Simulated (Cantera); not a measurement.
Thermodynamics of tantalum, niobium, vanadium and zirconium in process gases, feed Nb + H2O + H2

Input: 1 mol Nb, 0.016 mol H2O, 280 mol H2, held at 1498.15 K and 120 Pa.

Method: chemical equilibrium by Gibbs-energy minimisation in Cantera with the NASA 1993 tables (ideal gas, pure condensed phases). Candidate condensed phases: H2O, Nb, NbO, NbO2, Nb2O5; 12 gas species. Condensed phases not in the tables: N, O or C dissolved in the metal. Kinetics and transport are ignored.

The x(H2) is 0.999. The x(H) comes out as 0.000497, the x(H2O) is 5.71e-5 and the n(Nb(s)) comes out as 1.000 mol. The gas amount comes out as 280.1 mol and the log10 activity of NbO2(s) (absent) is -1.43.
